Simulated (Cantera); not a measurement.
**Dilute partial oxidation**

An isothermal, constant-pressure homogeneous reactor starts with 0.981 % C₂H₄, 0.206 % O₂, 98.1 % N₂, 0.677 % CH₄, equivalence ratio 21, at 1175 K and 500000 Pa.

Cantera simulation using GRI-Mech 3.0 (53 species, 325 reactions); the numbers are that mechanism's predictions, not measurements. GRI-Mech 3.0 was tuned for natural gas; its chemistry of ethylene as a main component is partial and can be far from experiment. GRI-Mech 3.0 stops at C3 and has no aromatics, soot or wall deposition, so with more carbon than oxygen in the feed, carbon stays in small species such as C2H2 where larger ones or solid carbon would form.

```csv
t (s),x C₂H₄,x O₂,x CH₄,x CH₂CO,x CH₃,x HCN
8.00e-5,0.00981,0.00206,0.00677,9.00e-11,3.65e-10,<1e-12
0.000204,0.00981,0.00206,0.00677,6.59e-10,1.41e-9,<1e-12
0.000521,0.00981,0.00206,0.00677,8.73e-9,1.12e-8,<1e-12
0.00133,0.00981,0.00206,0.00677,9.98e-7,1.02e-6,<1e-12
0.00340,0.00931,0.00167,0.00658,0.000178,1.16e-5,1.17e-11
0.00868,0.00846,0.000963,0.00631,0.000380,7.76e-6,4.89e-11
0.0222,0.00773,0.000395,0.00618,0.000428,3.99e-6,9.23e-11
0.0566,0.00721,0.000123,0.00621,0.000362,1.77e-6,1.25e-10
0.144,0.00676,2.93e-5,0.00631,0.000246,8.82e-7,1.49e-10
0.369,0.00619,3.97e-6,0.00642,0.000115,5.02e-7,1.67e-10
0.941,0.00541,2.06e-7,0.00650,2.61e-5,2.88e-7,1.76e-10
2.40,0.00449,1.83e-9,0.00653,1.45e-6,1.95e-7,1.78e-10
6.14,0.00360,<1e-12,0.00657,3.54e-8,1.75e-7,1.78e-10
15.7,0.00324,<1e-12,0.00666,3.54e-8,1.68e-7,1.78e-10
40.0,0.00313,<1e-12,0.00687,3.53e-8,1.65e-7,1.79e-10
```
x: mole fraction; the columns are a selection and need not sum to one.

Equilibrium at this temperature and pressure: C₂H₄ 0.000686, O₂ <1e-12, CH₄ 0.00857, CH₂CO 2.88e-9, CH₃ 9.82e-8, HCN 0.0103 (gas phase only).
